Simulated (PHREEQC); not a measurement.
Dissolve 4.3 mmol/kgw CuSO4, 3.6 mmol/kgw CuCl2 and 0.75 mmol/kgw NaH2PO4 at 68 °C. Closed to the air; pH follows from the charge balance.

Equilibrium calculation in PHREEQC: ion-association model, wateq4f.dat.

Precipitation was switched off in this run.

Q: Estimate the pH.

A: pH 4.45.

Q: In which forms is Cu present?

A: Cu+2 77 %, CuSO4 18 %, CuCl+ 4.9 %, Cu2(OH)2+2 0.8 % of the Cu.

The solution is supersaturated, for example in Atacamite, Tenorite (slow to form), so a real one may precipitate; this is no full list. Species that the database lacks are ignored. H3PO4, which wateq4f.dat lacks, is added to it with the constant of phreeqc.dat. At this temperature some constants are extrapolated from 25 °C, and those without enthalpy data are left unchanged. The database has no phosphate complexes of Cu.
